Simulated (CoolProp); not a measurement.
Vapour-liquid equilibrium of cyclopropane (1) + R134a (2) at 0.397 MPa; x and y are mole fractions of (1).

The numbers come from the multi-fluid Helmholtz-energy mixture model, Polt 1992 and Tillner-Roth 1994; pair parameters Bell 2016 in CoolProp. This equation is an older, rougher fit; its heat capacities, sound speeds and derivatives of the liquid may be far off and weren't checked against measurements.

```
x     bubble temperature (K)  y at the bubble point  dew temperature at overall composition x (K)  liquid density (mol/L)
----  ----------------------  ---------------------  --------------------------------------------  ----------------------
0.05                   278.6                  0.137                                         280.7                   12.57
0.2                    272.7                  0.376                                         277.1                   12.99
0.35                   270.3                  0.489                                         273.4                   13.36
0.5                    269.4                  0.553                                         270.1                   13.76
0.65                   269.4                  0.608                                         269.8                   14.22
0.8                    270.4                  0.686                                         272.8                   14.76
0.95                   274.4                  0.871                                         276.3                   15.30
```

y crosses x between x = 0.5 and 0.65: the model has an azeotrope there.

The pair parameters rest on a limited set of measurements; away from them the model extrapolates.
